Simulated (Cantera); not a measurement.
A perfectly stirred reactor is fed with H2 : O2 : N2 : H2O = 1 : 0.549 : 2.07 : 0.53 (molar parts), at 1.00 bar; it is adiabatic with a 550 K inlet, and is followed from long to short residence time, starting on the burning branch (τ in s: 0.042, 0.024, 0.014, 0.008, 0.0046, 0.0026, 0.0015, 0.00087, 0.0005, 0.00029, 0.00016, 9.5e-05).

Computed with Cantera and the H2/O2 subset of GRI-Mech 3.0, which has no nitrogen chemistry.

x: mole fraction; the columns are a selection and need not sum to one.

| τ (s) | T (K) | x H2 | x O2 | x H2O | x HO2 | x OH |
|---|---|---|---|---|---|---|
| 0.042 | 2205 | 0.00580 | 0.0146 | 0.408 | [?] | 0.00626 |
| 0.024 | 2196 | 0.00667 | 0.0149 | 0.406 | [?] | 0.00669 |
| 0.014 | 2184 | 0.00790 | 0.0154 | 0.404 | [?] | 0.00726 |
| 0.0080 | 2166 | 0.00969 | 0.0161 | 0.401 | [?] | 0.00804 |
| 0.0046 | 2141 | 0.0120 | 0.0170 | 0.397 | [?] | 0.00896 |
| 0.0026 | 2108 | 0.0150 | 0.0183 | 0.392 | [?] | 0.0100 |
| 0.0015 | 2068 | 0.0185 | 0.0198 | 0.386 | [?] | 0.0110 |
| 0.00087 | 2019 | 0.0223 | 0.0216 | 0.379 | [?] | 0.0120 |
| 0.00050 | 1959 | 0.0266 | 0.0238 | 0.371 | [?] | 0.0127 |
| 0.00029 | 1891 | 0.0309 | 0.0263 | 0.362 | [?] | 0.0131 |
| 0.00016 | 1806 | 0.0357 | 0.0293 | 0.352 | [?] | 0.0130 |
| 9.5e-5 | 1722 | 0.0400 | 0.0324 | 0.342 | [?] | 0.0124 |

Task: Complete the blanks.

Result: 
- 0.042, x HO2: 1.98e-6
- 0.024, x HO2: 2.19e-6
- 0.014, x HO2: 2.53e-6
- 0.0080, x HO2: 3.08e-6
- 0.0046, x HO2: 3.92e-6
- 0.0026, x HO2: 5.18e-6
- 0.0015, x HO2: 6.92e-6
- 0.00087, x HO2: 9.24e-6
- 0.00050, x HO2: 1.23e-5
- 0.00029, x HO2: 1.62e-5
- 0.00016, x HO2: 2.15e-5
- 9.5e-5, x HO2: 2.74e-5
